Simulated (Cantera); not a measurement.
An isothermal, constant-pressure homogeneous reactor starts with 9.71 % CH4, 90.3 % N2, at 1675 K and 91000 Pa.

Computed with Cantera and GRI-Mech 3.0 (53 species, 325 reactions). GRI-Mech 3.0 stops at C3 and has no aromatics, soot or wall deposition, so with more carbon than oxygen in the feed, carbon stays in small species such as C2H2 where larger ones or solid carbon would form.

One state of this run: x CH4 = 0.0617; x H = 1.63e-5; x H2 = 0.0462; x C2H = 2.45e-8; x CH3 = 0.000413; x C2H4 = 0.00181; x HCN = 3.22e-8. x: mole fraction; the columns are a selection and need not sum to one.

**Question.** Which value of t (s) does it belong to?
(A) 1.46
(B) 0.000271
(C) 0.0108
(D) 5.00

**Answer.** C, 0.0108
